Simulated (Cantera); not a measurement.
An adiabatic, constant-volume homogeneous reactor starts with CH₄ : C₂H₆ : C₃H₈ : O₂ : N₂ = 1 : 0.23 : 0.13 : 10.8 : 40.6 (molar parts), equivalence ratio 0.32, at 1448 K and 190000 Pa.

Model: GRI-Mech 3.0 (53 species, 325 reactions), integrated in Cantera.

One state of this run: T (K) = 2310; P (bar) = 3.05; x CH₄ = <1e-12; x C₂H₆ = <1e-12; x C₃H₈ = <1e-12; x C₂H₂ = <1e-12; x C₂H = <1e-12; x C₂H₄ = <1e-12. x: mole fraction; the columns are a selection and need not sum to one.

Task: Which value of t (s) does it belong to?
A. 8.02e-6
B. 3.00e-6
C. 2.14e-5
D. 0.00110

Result: D, 0.00110
